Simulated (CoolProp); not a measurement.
The fluoroketone C6F12O (FK-5-1-12) along the isotherm 131.55 °C: density (kg/m³) from the reference equation and from simpler models built on Tc = 168.7 °C, pc = 1.869 MPa, ω = 0.471; each cubic takes its own stable root.

Computed with CoolProp (reference Helmholtz-energy equation of state, McLinden 2015).

```tsv
p (MPa)	phase	reference
0.0148	gas	1.395
0.0223	gas	2.107
0.0336	gas	3.184
0.0507	gas	4.826
0.0765	gas	7.332
0.115	gas	11.14
0.174	gas	17.14
0.263	gas	26.60
0.396	gas	41.85
0.598	gas	68.35
1.36	liquid	1199
2.05	liquid	1220
3.1	liquid	1246
4.67	liquid	1277
```

How far does each simpler model (van der Waals, Soave-Redlich-Kwong, Peng-Robinson) lie from the reference over these 14 states: mean and median of the absolute difference, and the worst?


- van der Waals: mean 11.6 %, median 1.5 %, worst -42.1 % at 131.55 °C and 1.36 MPa
- Soave-Redlich-Kwong: mean 3.5 %, median 0.2 %, worst -14.1 % at 131.55 °C and 1.36 MPa
- Peng-Robinson: mean 0.7 %, median 0.3 %, worst -2.9 % at 131.55 °C and 1.36 MPa
